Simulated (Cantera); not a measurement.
What does this Cantera script print?

```python
import numpy as np
import cantera as ct

gas = ct.Solution("gri30.yaml")
gas.TPX = 650, 88000, {'CH4': 1, 'C2H6': 0.076, 'O2': 1.51, 'N2': 5.68, 'CO2': 0.019}
flame = ct.FreeFlame(gas, width=0.044)
flame.set_refine_criteria(ratio=3, slope=0.08, curve=0.16)
flame.transport_model = "mixture-averaged"
flame.solve(loglevel=0, auto=True)
z, T = flame.grid, flame.T
thick = (T[-1] - T[0]) / np.gradient(T, z).max()
show = ['CH4', 'C2H6', 'O2', 'CO2', 'O', 'C2H']
print(f"laminar burning velocity  {flame.velocity[0] * 100:.3f} cm/s")
print(f"burnt temperature         {T[-1]:.1f} K")
print(f"thermal thickness         {thick * 1e3:.4f} mm")
print(f"grid points               {len(z)}")
z0 = z[flame.heat_release_rate.argmax()]
print(f"{'z/mm':>9s}{'T/K':>9s}{'u/(m/s)':>9s}" + "".join(f"{s:>11s}" for s in show))
rows = []
for k in (-3, -2, -1.5, -1, -0.5, -0.25, 0, 0.25, 0.5, 1, 2, 4, 8):
    zz = z0 + k * thick
    rows.append([k * thick, np.interp(zz, z, T), np.interp(zz, z, flame.velocity),
                 *(np.interp(zz, z, flame.X[gas.species_index(s)]) for s in show)])
    print(f"{rows[-1][0] * 1e3:9.3f}{rows[-1][1]:9.1f}{rows[-1][2]:9.3f}" + "".join(f"{x:11.3e}" for x in rows[-1][3:]))
```

It prints:

```
laminar burning velocity  72.604 cm/s
burnt temperature         2151.5 K
thermal thickness         0.6195 mm
grid points               140
     z/mm      T/K  u/(m/s)        CH4       C2H6         O2        CO2          O        C2H
   -1.858    650.6    0.730  1.201e-01  9.136e-03  1.814e-01  2.284e-03  5.097e-14  2.550e-23
   -1.239    655.8    0.740  1.188e-01  9.072e-03  1.799e-01  2.277e-03  5.241e-12  3.744e-20
   -0.929    673.1    0.765  1.165e-01  8.979e-03  1.774e-01  2.298e-03  2.781e-10  6.419e-18
   -0.619    769.7    0.889  1.078e-01  8.590e-03  1.679e-01  2.660e-03  4.134e-08  1.579e-14
   -0.310   1169.3    1.388  7.537e-02  6.264e-03  1.268e-01  6.021e-03  4.473e-06  3.277e-10
   -0.155   1526.4    1.844  4.435e-02  3.004e-03  8.332e-02  1.124e-02  4.049e-05  4.547e-08
    0.000   1852.9    2.273  1.531e-02  3.456e-04  3.750e-02  1.898e-02  1.351e-04  1.166e-06
    0.155   2024.3    2.496  3.512e-03  1.478e-05  1.212e-02  2.602e-02  1.482e-04  2.962e-06
    0.310   2086.2    2.573  9.305e-04  1.085e-06  3.580e-03  3.081e-02  9.839e-05  2.306e-06
    0.619   2118.4    2.610  1.483e-04  2.552e-08  3.790e-04  3.557e-02  5.290e-05  7.745e-07
    1.239   2130.2    2.621  1.799e-05  3.165e-10  4.019e-05  3.798e-02  3.582e-05  1.170e-07
    2.478   2136.5    2.628  1.265e-06  1.282e-12  2.390e-05  3.841e-02  2.544e-05  6.841e-09
    4.956   2142.5    2.634  3.910e-08  1.141e-15  1.509e-05  3.832e-02  1.614e-05  1.441e-10
```

Computed with Cantera and GRI-Mech 3.0 (53 species, 325 reactions). Burning velocities carry a grid error of a few per cent, more on coarse grids.
